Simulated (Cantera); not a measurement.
## Stirred combustor or abatement burner

A perfectly stirred reactor is fed with 11.8 % CH4, 0.730 % CO, 18.4 % O2, 69.1 % N2, equivalence ratio 1.3, at 4.60 bar; it is adiabatic with a 550 K inlet, and is followed from long to short residence time, starting on the burning branch (τ in s: 0.22, 0.097, 0.042, 0.018, 0.0079, 0.0034, 0.0015, 0.00065, 0.00028, 0.00012, 5.3e-05, 2.3e-05).

Computed with Cantera and GRI-Mech 3.0 (53 species, 325 reactions).

```csv
τ (s),T (K),x CH4,x CO,x O2,x CO2,x CH2CO
0.22,2239,1.21e-5,0.0648,2.44e-5,0.0540,1.62e-8
0.097,2238,2.33e-5,0.0648,4.03e-5,0.0540,3.51e-8
0.042,2236,4.21e-5,0.0648,7.21e-5,0.0539,7.59e-8
0.018,2234,7.15e-5,0.0648,0.000134,0.0539,1.62e-7
0.0079,2230,0.000113,0.0648,0.000245,0.0538,3.28e-7
0.0034,2225,0.000175,0.0648,0.000452,0.0536,6.56e-7
0.0015,2216,0.000264,0.0649,0.000819,0.0532,1.26e-6
0.00065,2204,0.000415,0.0652,0.00152,0.0525,2.49e-6
0.00028,2183,0.000717,0.0659,0.00293,0.0510,5.35e-6
0.00012,2143,0.00149,0.0676,0.00631,0.0477,1.46e-5
5.3e-5,550,0.118,0.00730,0.184,<1e-12,<1e-12
2.3e-5,550,0.118,0.00730,0.184,<1e-12,<1e-12
```
x: mole fraction; the columns are a selection and need not sum to one.
